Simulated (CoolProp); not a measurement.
Vapour-liquid equilibrium of carbon dioxide (1) + CH3F (R41) (2) at 239.6 K; x and y are mole fractions of (1).

Values from CoolProp's multi-fluid Helmholtz-energy mixture model, Span 1996 and Lemmon 2006; pair parameters Bell 2016.

### Question
Give the bubble pressure and the first vapour's composition at x = 0.05, 0.2, 0.95. Is there an azeotrope?

### Answer
x = 0.05: 0.7510 MPa, y = 0.077; x = 0.2: 0.8250 MPa, y = 0.280; x = 0.95: 1.233 MPa, y = 0.970. No azeotrope shows between x = 0.05 and 0.95.

Pair parameters are fitted to limited data, so mixtures are less certain than the pure fluids.
